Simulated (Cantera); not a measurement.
Cantera with NASA thermochemical tables; ideal gases at 1 bar, condensed phases pure. Values are per mole of reaction as written; species without (g) are pure solids or liquids, kept so even where they would boil at 1 bar. TaC: taken at fixed stoichiometry.

Task: Between 1298 and 2298 K, where is each reaction favourable under standard conditions?
- 3 Ta + 2 C2H2(g) = CH4(g) + 3 TaC

Result: 
- 3 Ta + 2 C2H2(g) = CH4(g) + 3 TaC: ΔG° is -680 kJ at 1298 K and -468 kJ at 2298 K; it stays negative (K > 1). ΔH° is -943 kJ and ΔS° -207 J/K at 2298 K.
